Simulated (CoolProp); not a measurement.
c-C4F8 (RC318) at 458.65 K and 2.42 MPa flows at 0.94 m/s in a round tube of 6 mm bore and 1.5 µm roughness, fully developed (64/Re and Nu = 3.66 if laminar; Colebrook and Gnielinski if turbulent). Each further row changes one setting.

Computed with CoolProp (reference Helmholtz-energy equation of state, Platzer 1990). This equation is an older, rougher fit.

```
case               Reynolds number  Darcy friction factor  pressure drop (Pa/m)  heat-transfer coefficient (W/(m² K))  mass flow (kg/h)
-----------------  ---------------  ---------------------  --------------------  ------------------------------------  ----------------
as stated                    42400                 0.0225                   253                                   458              14.6
velocity 1.88 m/s            84700                 0.0198                   891                                   811              29.3
diameter 12 mm               84700                 0.0192                   108                                   394              58.5
```

Viscosity comes from a separate model (Huber 2003), an estimate that may be off by 10 % or more. Thermal conductivity comes from a separate model (Huber 2003), an estimate that may be off by 10 % or more.
